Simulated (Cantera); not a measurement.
A freely propagating, adiabatic, planar premixed flame of H₂ : O₂ : N₂ = 1 : 0.575 : 2.16 (molar parts), equivalence ratio 0.87, unburnt at 675 K and 9.87 atm; mixture-averaged transport, grid criteria slope 0.08 and curve 0.16, no radiation.

Model: the H2/O2 subset of GRI-Mech 3.0, which has no nitrogen chemistry, integrated in Cantera. The hydrogen kinetics of GRI-Mech 3.0 are dated; newer H2 mechanisms differ, most at raised pressure. Burning velocities carry a grid error of a few per cent, more on coarse grids.

What does this change do: inlet temperature 675 to 723 K?


| quantity | before | after |
|---|---|---|
| laminar burning velocity | 634 cm/s | 763 cm/s |
| thermal thickness | 0.0261 mm | 0.0266 mm |
| peak x(H₂O₂) | 0.000130 | 0.000112 |
| peak x(O) | 0.00732 | 0.00807 |
| peak x(OH) | 0.0174 | 0.0185 |

What does this change do: N2 2.16 to 2.8 parts?


```
quantity                     before      after
------------------------  ---------  ---------
laminar burning velocity   634 cm/s   395 cm/s
thermal thickness         0.0261 mm  0.0300 mm
peak x(H₂O₂)               0.000130   0.000142
peak x(O)                   0.00732    0.00427
peak x(OH)                   0.0174     0.0106
```
